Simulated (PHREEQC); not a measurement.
0.044 g of hydrous ferric oxide (600 m²/g; 0.2 weak and 0.005 strong sites per Fe, Dzombak-Morel constants, diffuse double layer) in 1 kg of water with 0.005 mol/kgw of an inert sodium salt and 1.2e-07 mol/kgw NiCl2, at 25 °C; the pH is set by adding NaOH or the inert anion's acid. Oxygen alone is held at its pressure in air (log pO2 = -0.68). No CO2 enters from the air. No solid was allowed to form.

All values are PHREEQC results (ion-association model, wateq4f.dat), not measurements.

```csv
pH,Ni sorbed (%),surface charge σ (C/m²),surface potential ψ (mV)
4,0.0,0.182,194
4.5,0.0,0.131,177
5,0.1,0.090,158
5.5,0.5,0.059,137
6.5,25.5,0.023,89
7,74.9,0.013,62
7.5,96.5,0.006,34
8,99.6,0.001,6
8.5,100.0,-0.004,-22
9,100.0,-0.009,-50
9.5,100.0,-0.018,-77
10.5,100.0,-0.050,-127
11,100.0,-0.081,-148
11.5,100.0,-0.131,-164
12,99.9,-0.214,-172
```

Species that the database lacks are ignored.
